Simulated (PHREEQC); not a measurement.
Consider water at 35 °C and 100 atm with 3.4 mol/kgw HCl and 0.33 mol/kgw BaCl2. Closed to the air; pH follows from the charge balance.

Equilibrium calculation in PHREEQC: Pitzer model, pitzer.dat.

**Question.** The ionic strength comes out as 4.39 mol/kgw. What activity coefficients do Ba+2, H+, Cl- get?

**Answer.** Ba+2 0.90, H+ 4.1, Cl- 0.59. Single-ion values are on the MacInnes scale.

Precipitation was switched off in this run. Complexes and solids missing from the database can't appear. In brines, pH and single-ion activities rest on the MacInnes convention. Under pressure, the constants of complexes without a molar volume in the database are unreliable.
